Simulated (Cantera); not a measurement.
Input: 1 mol Si, 0.12 mol CO, 26 mol H₂, held at 0.490 bar.

These are equilibrium values from Cantera (NASA tables, ideal gas, pure condensed phases), not measurements of a reactor. Candidate condensed phases: C, C₆H₆, C₇H₈, C₈H₁₈, H₂O, Si, SiC, SiO₂; 123 gas species. Mutual solubility and eutectic melting of coexisting phases are not modelled. The tables hold silica as quartz up to 1696 K and as liquid above; real silica turns to tridymite and cristobalite and melts near 1996 K. Gases not in the tables: Si₂H₆ and higher silanes. Rates play no part.

**Question.** Which condensed phases are stable at each of these points (T (K)): 875, 975, 1075, 1175, 1275, 1375, 1475, 1575, 1675?

**Answer.** 
| T (K) | condensed phases | Si condensed (%) |
|---|---|---|
| 875 | Si(s) + SiC(s) + SiO₂(β-quartz) | 100.0 |
| 975 | Si(s) + SiC(s) + SiO₂(β-quartz) | 100.0 |
| 1075 | Si(s) + SiC(s) + SiO₂(β-quartz) | 100.0 |
| 1175 | Si(s) + SiC(s) + SiO₂(β-quartz) | 100.0 |
| 1275 | Si(s) + SiC(s) + SiO₂(β-quartz) | 100.0 |
| 1375 | Si(s) + SiC(s) + SiO₂(β-quartz) | 99.8 |
| 1475 | Si(s) + SiC(s) + SiO₂(β-quartz) | 98.3 |
| 1575 | Si(s) + SiC(s) + SiO₂(β-quartz) | 89.9 |
| 1675 | Si(s) + SiC(s) | 88.5 |

From 875 K to 1575 K the condensed part is Si(s) + SiC(s) + SiO₂(β-quartz). At 1675 K the condensed part is Si(s) + SiC(s).
